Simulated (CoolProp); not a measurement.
Vapour-liquid equilibrium of isohexane (1) + n-heptane (2) at 341 K; x and y are mole fractions of (1).

The numbers come from the multi-fluid Helmholtz-energy mixture model, Lemmon 2006 and Span 2003; pair parameters Bell 2016 in CoolProp.

```csv
x,bubble pressure (kPa),y at the bubble point,dew pressure at overall composition x (kPa),liquid density (mol/L)
0.05,42.02,0.149,38.91,6.441
0.15,50.95,0.367,42.06,6.502
0.25,59.81,0.521,45.74,6.563
0.35,68.67,0.635,50.11,6.626
0.45,77.59,0.725,55.38,6.690
0.55,86.60,0.797,61.85,6.754
0.65,95.71,0.856,69.99,6.819
0.75,104.9,0.906,80.51,6.885
0.85,114.3,0.948,94.66,6.951
0.95,123.7,0.984,114.8,7.016
```

No azeotrope shows between x = 0.05 and 0.95.

Pair parameters are fitted to limited data, so mixtures are less certain than the pure fluids.
